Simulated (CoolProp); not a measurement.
20 sccm (0 °C, 1 atm) of nitrogen bubbles through liquid p-xylene at 333.7 K and leaves saturated at a total pressure of 0.0221 MPa (ideal gas phase). Each further row changes one setting.

Model: reference Helmholtz-energy equation of state, Zhou 2012, in CoolProp.

```
case                       vapour pressure (kPa)  mole fraction of vapour  delivery (mg/min)  delivery (sccm)  change of delivery for a bath 1 K warmer (%)
-------------------------  ---------------------  -----------------------  -----------------  ---------------  --------------------------------------------
as stated                                   7.03                      [?]               44.2             9.34                                           6.7
bath temperature 338.7 K                     [?]                      [?]               61.8             13.1                                           7.3
total pressure 0.0442 MPa                   7.03                      [?]               17.9             3.78                                           [?]
```

Problem. Some entries are withheld; supply them.

Solution. 
- as stated, mole fraction of vapour: 0.318
- bath temperature 338.7 K, vapour pressure (kPa): 8.73
- bath temperature 338.7 K, mole fraction of vapour: 0.395
- total pressure 0.0442 MPa, mole fraction of vapour: 0.159
- total pressure 0.0442 MPa, change of delivery for a bath 1 K warmer (%): 5.4
